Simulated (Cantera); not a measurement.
# NO annealing gas

An isothermal, constant-pressure homogeneous reactor starts with 90.1 % NO, 9.91 % N2, at 2175 K and 13.5 Torr.

Detailed kinetics in Cantera: GRI-Mech 3.0 (53 species, 325 reactions). Radical loss at walls, strong at low pressure, is not modelled.

```tsv
t (s)	x NO	x NO2	x O2	x N2O	x N2
3.00e-6	0.901	4.58e-12	1.31e-11	1.64e-7	0.0991
1.54e-5	0.901	1.21e-10	3.48e-10	8.42e-7	0.0991
7.94e-5	0.901	3.15e-9	9.25e-9	4.31e-6	0.0991
0.000408	0.901	7.65e-8	2.49e-7	2.17e-5	0.0991
0.00210	0.901	1.38e-6	7.03e-6	0.000100	0.0991
0.0108	0.899	1.15e-5	0.000238	0.000300	0.0996
0.0556	0.884	3.18e-5	0.00609	0.000268	0.106
0.286	0.775	6.88e-5	0.0592	0.000160	0.161
1.47	0.267	5.70e-5	0.310	1.30e-5	0.413
7.56	0.0185	4.69e-6	0.433	1.10e-7	0.537
38.9	0.0142	3.62e-6	0.435	8.81e-8	0.539
200	0.0142	3.62e-6	0.435	8.81e-8	0.539
```
x: mole fraction; the columns are a selection and need not sum to one.

Equilibrium at this temperature and pressure: NO 0.0142, NO2 3.62e-6, O2 0.435, N2O 8.81e-8, N2 0.539 (gas phase only).
